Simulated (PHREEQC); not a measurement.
PHREEQC input (ion-association model, wateq4f.dat):

```
SOLUTION 1
  temp 25
  units mol/kgw
  pH 7 charge
END
SELECTED_OUTPUT 1
  -reset false
  -pH true
  -pe true
  -ionic_strength true
  -water true
  -totals Ag C I C(-4) C(4)
  -molalities H+ Ag+ CO3-2 I- CO2 HCO3- O2 OH- AgI AgI2-
    AgOH Ag(OH)2- AgI3-2 AgI4-3
  -equilibrium_phases Iodyrite Ag2O Ag2CO3
PRINT
  -reset false
USE solution 1
EQUILIBRIUM_PHASES 1
  Iodyrite 0 0.5
  Ag2O 0 0
  Ag2CO3 0 0
  O2(g) -0.68 10
  CO2(g) -5 10
END
# ... the last block is repeated for the other 10 points of log pCO2 (atm)
```

Selected output (columns that matter, 11 of 11 rows; log pCO2 (atm) added in front):

```
log pCO2 (atm)	pH	mu	Ag	C	I	m_H+	m_Ag+	m_I-	m_CO2	m_OH-	m_AgI
-5	6.396	4.1141e-07	9.5716e-09	7.1762e-07	9.5716e-09	4.0214e-07	9.2327e-09	9.2327e-09	3.4046e-07	2.4931e-08	3.3884e-10
-4.5	6.1554	7.092e-07	9.5737e-09	1.7622e-06	9.5737e-09	6.9992e-07	9.2348e-09	9.2348e-09	1.0766e-06	1.4331e-08	3.3884e-10
-4	5.9085	1.2456e-06	9.5767e-09	4.6327e-06	9.5767e-09	1.2363e-06	9.2378e-09	9.2378e-09	3.4046e-06	8.1188e-09	3.3884e-10
-3.5	5.6594	2.2037e-06	9.5807e-09	1.2956e-05	9.5807e-09	2.1944e-06	9.2418e-09	9.2418e-09	1.0766e-05	4.5779e-09	3.3884e-10
-3	5.4097	3.911e-06	9.586e-09	3.7945e-05	9.586e-09	3.9017e-06	9.2471e-09	9.2471e-09	3.4046e-05	2.5777e-09	3.3884e-10
-2.5	5.1598	6.9512e-06	9.5931e-09	0.0001146	9.5931e-09	6.9419e-06	9.2542e-09	9.2542e-09	0.00010766	1.451e-09	3.3884e-10
-2	4.9099	1.2366e-05	9.6026e-09	0.00035281	9.6026e-09	1.2356e-05	9.2637e-09	9.2637e-09	0.00034045	8.1684e-10	3.3884e-10
-1.5	4.6599	2.2012e-05	9.6153e-09	0.0010986	9.6153e-09	2.2002e-05	9.2764e-09	9.2764e-09	0.0010766	4.5997e-10	3.3884e-10
-1	4.4099	3.9205e-05	9.6321e-09	0.0034437	9.6321e-09	3.9195e-05	9.2933e-09	9.2932e-09	0.0034045	2.5913e-10	3.3884e-10
-0.5	4.1599	6.9871e-05	9.6546e-09	0.010836	9.6546e-09	6.9862e-05	9.3158e-09	9.3157e-09	0.010766	1.4606e-10	3.3884e-10
0	3.91	0.00012461	9.6846e-09	0.034169	9.6846e-09	0.0001246	9.3457e-09	9.3457e-09	0.034045	8.2381e-11	3.3883e-10
```

Species that the database lacks are ignored.
